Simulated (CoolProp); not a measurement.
R365MFC along the isotherm 485.9 K: fugacity coefficient from the reference equation and from simpler models built on Tc = 460.0 K, pc = 32.66 bar, ω = 0.377; each cubic takes its own stable root.

The numbers come from the reference Helmholtz-energy equation of state, Lemmon 2016 in CoolProp.

| p (bar) | phase | reference |
|---|---|---|
| 0.155 | gas | 0.9985 |
| 0.353 | gas | 0.9967 |
| 0.803 | gas | 0.9925 |
| 1.83 | gas | 0.9829 |
| 4.16 | gas | 0.9615 |
| 9.46 | gas | 0.9136 |
| 21.5 | gas | 0.8098 |
| 49 | supercritical | 0.5910 |

Q: How far does each simpler model (van der Waals, Redlich-Kwong, Soave-Redlich-Kwong) lie from the reference over these 8 states: mean and median of the absolute difference, and the worst?

A: 
- van der Waals: mean 0.7 %, median 0.4 %, worst +2.6 % at 485.9 K and 21.5 bar
- Redlich-Kwong: mean 0.3 %, median 0.1 %, worst -1.0 % at 485.9 K and 49 bar
- Soave-Redlich-Kwong: mean 0.7 %, median 0.2 %, worst +2.9 % at 485.9 K and 49 bar
